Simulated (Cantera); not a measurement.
An isothermal, constant-pressure homogeneous reactor starts with H₂ : O₂ = 0.041 : 1 (molar parts), equivalence ratio 0.021, at 1325 K and 290 Pa.

Computed with Cantera and GRI-Mech 3.0 (53 species, 325 reactions). Radical loss at walls, strong at low pressure, is not modelled. The temperature is held fixed by assumption; the heat of reaction is taken as removed at once.

x: mole fraction; the columns are a selection and need not sum to one.

| t (s) | x H₂ | x O₂ | x H | x H₂O | x O | x HO₂ |
|---|---|---|---|---|---|---|
| 1.00e-6 | 0.0394 | 0.961 | 6.39e-11 | <1e-12 | <1e-12 | 6.42e-11 |
| 3.28e-6 | 0.0394 | 0.961 | 2.07e-10 | <1e-12 | 2.87e-12 | 2.10e-10 |
| 1.07e-5 | 0.0394 | 0.961 | 6.59e-10 | <1e-12 | 2.99e-11 | 6.89e-10 |
| 3.51e-5 | 0.0394 | 0.961 | … | 1.13e-11 | 2.99e-10 | 2.26e-9 |
| 0.000115 | 0.0394 | 0.961 | … | 3.30e-10 | 2.63e-9 | 7.39e-9 |
| 0.000377 | 0.0394 | 0.961 | … | 7.82e-9 | 1.94e-8 | 2.42e-8 |
| 0.00124 | 0.0394 | 0.961 | … | 2.01e-7 | 2.05e-7 | 7.92e-8 |
| 0.00405 | 0.0393 | 0.961 | … | 5.12e-5 | 3.84e-5 | 2.63e-7 |
| 0.0133 | 0.000716 | 0.927 | … | 0.0342 | 0.0294 | 4.40e-7 |
| 0.0434 | 0.000542 | 0.927 | … | 0.0348 | 0.0296 | 4.20e-7 |
| 0.142 | 0.000514 | 0.929 | … | 0.0351 | 0.0278 | 4.13e-7 |
| 0.466 | 0.000433 | 0.934 | … | 0.0359 | 0.0231 | 3.90e-7 |
| 1.53 | 0.000260 | 0.945 | … | 0.0375 | 0.0134 | 3.22e-7 |
| 5.00 | 7.93e-5 | 0.955 | … | 0.0391 | 0.00396 | 1.82e-7 |

**Question.** What belongs in the gaps?

**Answer.** 
- 3.51e-5, x H: 1.97e-9
- 0.000115, x H: 5.10e-9
- 0.000377, x H: 1.27e-8
- 0.00124, x H: 7.59e-8
- 0.00405, x H: 1.30e-5
- 0.0133, x H: 0.00463
- 0.0434, x H: 0.00424
- 0.142, x H: 0.00388
- 0.466, x H: 0.00294
- 1.53, x H: 0.00132
- 5.00, x H: 0.000214
